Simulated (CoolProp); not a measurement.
Vapour pressure (MPa) of R11: the reference equation beside estimates from Tc = 198.0 °C, pc = 4.408 MPa, ω = 0.189. Clausius-Clapeyron is anchored at 91.95 °C with a constant enthalpy of vaporisation of 20.82 kJ/mol.

Values from CoolProp's reference Helmholtz-energy equation of state, Jacobsen 1992.

```
T (°C)  reference  Lee-Kesler  Clausius-Clapeyron  van der Waals  Redlich-Kwong  Soave-Redlich-Kwong  Peng-Robinson
------  ---------  ----------  ------------------  -------------  -------------  -------------------  -------------
76.45      0.4799      0.4812              0.5096          1.182         0.6191               0.4817         0.4778
80.25      0.5264      0.5280              0.5504          1.246         0.6733               0.5287         0.5240
84.15      0.5775      0.5793              0.5946          1.314         0.7322               0.5804         0.5749
88.05      0.6322      0.6342              0.6414          1.384         0.7948               0.6358         0.6295
91.95      0.6907      0.6929              0.6907          1.456         0.8609               0.6951         0.6878
95.85      0.7530      0.7554              0.7426          1.531         0.9308               0.7583         0.7500
99.65      0.8177      0.8202              0.7957          1.606          1.003               0.8240         0.8147
103.55     0.8883      0.8908              0.8530          1.686          1.080               0.8957         0.8853
107.45     0.9633      0.9658              0.9131          1.768          1.162               0.9718         0.9603
111.35      1.043       1.045              0.9761          1.852          1.248                1.053          1.040
115.25      1.127       1.129               1.042          1.939          1.338                1.138          1.124
119.15      1.216       1.218               1.111          2.029          1.432                1.229          1.214
122.95      1.308       1.310               1.181          2.118          1.528                1.322          1.306
```

Absolute difference from the reference over all 13 rows, mean and median: Lee-Kesler 0.3 and 0.3 %, Clausius-Clapeyron 4.7 and 4.6 %, van der Waals 99.4 and 96.4 %, Redlich-Kwong 22.7 and 22.7 %, Soave-Redlich-Kwong 0.8 and 0.8 %, Peng-Robinson 0.3 and 0.4 %.
